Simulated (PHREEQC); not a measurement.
KBr is added in steps, without added water, to 1 kg of water holding 0.03 mol ZnCl2, 0.00024 mol NaOH and 0.00028 mol H2SO4, at 25 °C. O2 is buffered at 0.21 atm. No CO2 enters from the air. Only these solids could form: Zn(OH)2-a, Zn4(OH)6SO4, Zn5(OH)8Cl2, Halite, Mirabilite, Goslarite.

Base run: PHREEQC, ion-association model, wateq4f.dat. Each further column changes one thing. The table gives KSO4- (mol/kgw).

```json
[
 {"KBr added (mol)": "0", "base": "0", "database phreeqc.dat": "0", "Debye-Hückel limiting law": "0", "Davies equation for every ion": "0"},
 {"KBr added (mol)": "0.0075", "base": "2.68e-6", "database phreeqc.dat": "2.76e-6", "Debye-Hückel limiting law": "2.48e-6", "Davies equation for every ion": "2.85e-6"},
 {"KBr added (mol)": "0.01875", "base": "6.58e-6", "database phreeqc.dat": "6.77e-6", "Debye-Hückel limiting law": "5.87e-6", "Davies equation for every ion": "7.01e-6"},
 {"KBr added (mol)": "0.02625", "base": "9.09e-6", "database phreeqc.dat": "9.35e-6", "Debye-Hückel limiting law": "…", "Davies equation for every ion": "9.71e-6"},
 {"KBr added (mol)": "0.0375", "base": "1.27e-5", "database phreeqc.dat": "1.31e-5", "Debye-Hückel limiting law": "1.07e-5", "Davies equation for every ion": "1.36e-5"},
 {"KBr added (mol)": "0.045", "base": "1.51e-5", "database phreeqc.dat": "1.55e-5", "Debye-Hückel limiting law": "1.24e-5", "Davies equation for every ion": "1.62e-5"},
 {"KBr added (mol)": "0.0525", "base": "1.74e-5", "database phreeqc.dat": "1.79e-5", "Debye-Hückel limiting law": "1.39e-5", "Davies equation for every ion": "…"},
 {"KBr added (mol)": "0.06375", "base": "2.07e-5", "database phreeqc.dat": "2.13e-5", "Debye-Hückel limiting law": "…", "Davies equation for every ion": "2.23e-5"},
 {"KBr added (mol)": "0.07125", "base": "2.28e-5", "database phreeqc.dat": "2.35e-5", "Debye-Hückel limiting law": "1.72e-5", "Davies equation for every ion": "2.47e-5"},
 {"KBr added (mol)": "0.0825", "base": "2.59e-5", "database phreeqc.dat": "2.67e-5", "Debye-Hückel limiting law": "1.89e-5", "Davies equation for every ion": "2.81e-5"},
 {"KBr added (mol)": "0.09", "base": "2.79e-5", "database phreeqc.dat": "2.87e-5", "Debye-Hückel limiting law": "1.99e-5", "Davies equation for every ion": "3.04e-5"}
]
```

Problem. Some entries are withheld; supply them.

Solution. 
- 0.02625, Debye-Hückel limiting law: 7.93e-6
- 0.0525, Davies equation for every ion: 1.87e-5
- 0.06375, Debye-Hückel limiting law: 1.60e-5

 phreeqc.dat and wateq4f.dat share most of their constants, so their agreement is no independent check. Solids allowed in the column 'database phreeqc.dat': Halite, Sylvite, Zn(OH)2(e).
